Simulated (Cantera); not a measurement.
Charge: 1 mol MgSO4, 0.83 mol CO2, 2.1 mol H2, held at 101000 Pa.

Cantera equilibrium calculation (NASA polynomials, part measured and part estimated; ideal gas, pure solids and liquids). Candidate condensed phases: C, C6H6, C7H8, C8H18, H2O, H2SO4, Mg, MgCO3, MgO, Mg(OH)2, MgS, MgSO4, S; 130 gas species. Gases not in the tables: S3 to S7. The numbers say what is thermodynamically allowed, not how fast it happens.

Problem. At 748 K, list the 7 most abundant gas species with their mole fractions, and the condensed phases.

Solution. H2O 0.546, CO2 0.263, H2S 0.120, SO2 0.0507, S2 0.0169, S8 0.00117, S2O 0.000725. Condensed: MgO(s) + MgSO4(s).
